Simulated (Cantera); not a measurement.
Cantera run, input and output.

```python
import numpy as np
import cantera as ct

gas = ct.Solution("gri30.yaml")
gas.TPX = 1625, 120, {'C2H4': 1, 'H2': 4}
inlet = ct.Reservoir(gas, clone=True)

reactor = ct.IdealGasConstPressureReactor(gas, energy="off", clone=False)
exhaust = ct.Reservoir(gas, clone=True)
tau = [6.3, 1.1, 0.19, 0.032, 0.0055, 0.00094, 0.00016][0]
for a, b in ((inlet, reactor), (reactor, exhaust)):
    ct.MassFlowController(a, b, mdot=lambda t: reactor.mass / tau)
net = ct.ReactorNet([reactor])
show = ['C2H4', 'H2', 'CH2', 'C2H6', 'CH3', 'CH4', 'C2H2']

rows = []
print(f"{'tau/s':>10s}{'T/K':>9s}" + "".join(f"{s:>11s}" for s in show))
for tau in [6.3, 1.1, 0.19, 0.032, 0.0055, 0.00094, 0.00016]:
    net.initial_time = 0.0
    net.advance(30 * tau)
    before = gas.X
    net.advance(40 * tau)
    drift = np.max(np.abs(gas.X - before) / (gas.X + 1e-9))
    rows.append([gas.T, *gas[show].X, drift])
    print(f"{tau:10.3e}{gas.T:9.1f}" + "".join(f"{x:11.3e}" for x in gas[show].X))
```

Result:

```
     tau/s      T/K       C2H4         H2        CH2       C2H6        CH3        CH4       C2H2
 6.300e+00   1625.0  1.038e-02  8.315e-01  5.609e-10  5.152e-09  3.119e-08  1.362e-05  1.580e-01
 1.100e+00   1625.0  6.261e-02  8.229e-01  1.363e-09  1.726e-08  9.350e-09  6.146e-06  1.145e-01
 1.900e-01   1625.0  1.517e-01  8.080e-01  1.622e-09  2.692e-08  5.765e-09  1.390e-06  4.021e-02
 3.200e-02   1625.0  1.911e-01  8.015e-01  5.175e-10  1.664e-08  2.423e-09  1.076e-07  7.388e-03
 5.500e-03   1625.0  1.985e-01  8.003e-01  8.186e-11  5.667e-09  6.270e-10  4.756e-09  1.260e-03
 9.400e-04   1625.0  1.997e-01  8.000e-01  7.964e-12  9.912e-10  6.651e-11  8.764e-11  2.150e-04
 1.600e-04   1625.0  2.000e-01  8.000e-01  3.748e-13  8.327e-11  1.869e-12  5.071e-13  3.659e-05
```

Detailed kinetics in Cantera: GRI-Mech 3.0 (53 species, 325 reactions). GRI-Mech 3.0 was tuned for natural gas; its chemistry of ethylene as a main component is partial and can be far from experiment. GRI-Mech 3.0 stops at C3 and has no aromatics, soot or wall deposition, so with more carbon than oxygen in the feed, carbon stays in small species such as C2H2 where larger ones or solid carbon would form. Radical loss at walls, strong at low pressure, is not modelled.
